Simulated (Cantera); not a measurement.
**Equilibrium for carbon deposition, reforming and gasification: C3H6 + H2O + N2**

Input: 1 mol C3H6, 0.04 mol H2O, 0.2 mol N2, held at 650 Pa.

Method: chemical equilibrium by Gibbs-energy minimisation in Cantera with the NASA 1993 tables (ideal gas, pure condensed phases). Candidate condensed phases: C, C6H6, C7H8, C8H18, H2O; 136 gas species. Equilibrium is a limit: real reactors are often held back by kinetics, nucleation or transport.

| T (°C) | x H2 | x CH4 | x N2 | x H2O | x CO | x CO2 | x NH3 | n C(graphite) |
|---|---|---|---|---|---|---|---|---|
| 252 | 0.301 | 0.582 | 0.0976 | 0.0194 | 1.04e-5 | 5.83e-5 | 5.99e-5 | 1.81 |
| 302 | 0.536 | 0.363 | 0.0841 | 0.0166 | 7.22e-5 | 8.86e-5 | 4.82e-5 | 2.14 |
| 352 | 0.741 | 0.173 | 0.0723 | 0.0137 | 0.000412 | 0.000158 | 3.07e-5 | 2.52 |
| 402 | 0.852 | 0.0689 | 0.0658 | 0.0107 | 0.00191 | 0.000287 | 1.72e-5 | 2.78 |
| 452 | 0.898 | 0.0269 | 0.0630 | 0.00634 | 0.00566 | 0.000301 | 9.51e-6 | 2.90 |
| 502 | 0.915 | 0.0111 | 0.0618 | 0.00256 | 0.00953 | 0.000135 | 5.48e-6 | 2.93 |
| 552 | 0.921 | 0.00499 | 0.0613 | 0.000857 | 0.0113 | 3.76e-5 | 3.33e-6 | 2.95 |
| 602 | 0.924 | 0.00242 | 0.0611 | 0.000292 | 0.0119 | 9.93e-6 | 2.13e-6 | 2.95 |
| 652 | 0.925 | 0.00126 | 0.0611 | 0.000108 | 0.0121 | 2.86e-6 | 1.42e-6 | 2.96 |
| 702 | 0.926 | 0.000700 | 0.0610 | 4.40e-5 | 0.0122 | 9.23e-7 | 9.87e-7 | 2.96 |
| 752 | 0.926 | 0.000410 | 0.0610 | 1.95e-5 | 0.0122 | 3.32e-7 | 7.09e-7 | 2.96 |
| 802 | 0.927 | 0.000252 | 0.0610 | 9.28e-6 | 0.0122 | 1.31e-7 | 5.24e-7 | 2.96 |
| 852 | 0.927 | 0.000161 | 0.0610 | 4.72e-6 | 0.0122 | 5.65e-8 | 3.97e-7 | 2.96 |
| 902 | 0.927 | 0.000107 | 0.0610 | 2.55e-6 | 0.0122 | 2.62e-8 | 3.08e-7 | 2.96 |
x: gas mole fraction; n: condensed amount in mol.

From 252 °C to 902 °C the condensed part is C(graphite). The main C-bearing gas is CH4 at 252 °C and CO at 902 °C. The share of C in condensed phases is highest at 902 °C (98.7 %) and lowest at 252 °C (60.3 %).
